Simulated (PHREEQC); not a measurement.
KOH is added in steps, without added water, to 1 kg of water holding 0.0041 mol/kgw Al2(SO4)3, 4.1e-05 mol/kgw LiBr, 0.018 mol/kgw NaAlO2 and 0.0001 mol/kgw KF, at 25 °C. Oxygen alone is held at its pressure in air (log pO2 = -0.68). CO2 from the air is kept out. No solid was allowed to form.

Base run: PHREEQC, ion-association model, wateq4f.dat. Each further column changes one thing. The table gives F- (mol/kgw).

| KOH added (mol) | base | database phreeqc.dat | Davies equation for every ion | all activity coefficients set to 1 | Debye-Hückel limiting law |
|---|---|---|---|---|---|
| 0 | 1.54e-7 | 1.54e-7 | 1.52e-7 | [?] | [?] |
| 0.0075 | 2.86e-7 | 2.86e-7 | 2.82e-7 | [?] | [?] |
| 0.0135 | 5.14e-7 | 5.14e-7 | 5.06e-7 | 6.02e-7 | 4.79e-7 |
| 0.021 | 1.31e-6 | 1.31e-6 | 1.29e-6 | 1.35e-6 | [?] |
| 0.027 | 4.00e-6 | 4.00e-6 | 3.95e-6 | [?] | 4.02e-6 |
| 0.0345 | 9.94e-5 | 9.94e-5 | 9.94e-5 | 9.90e-5 | 9.94e-5 |
| 0.0405 | 9.94e-5 | 9.94e-5 | 9.94e-5 | 9.90e-5 | 9.95e-5 |
| 0.048 | 9.94e-5 | 9.94e-5 | 9.94e-5 | 9.90e-5 | 9.95e-5 |

Fill in the missing entries.


- 0, all activity coefficients set to 1: 2.14e-7
- 0, Debye-Hückel limiting law: 1.41e-7
- 0.0075, all activity coefficients set to 1: 3.65e-7
- 0.0075, Debye-Hückel limiting law: 2.63e-7
- 0.021, Debye-Hückel limiting law: 1.26e-6
- 0.027, all activity coefficients set to 1: 3.73e-6

In at least one series the solution becomes supersaturated in solids that the run did not let form, among them Al(OH)3(a), Basaluminite. Fluoro complexes past AlF4- and FeF3 are missing from the database. phreeqc.dat and wateq4f.dat share most of their constants, so their agreement is no independent check.
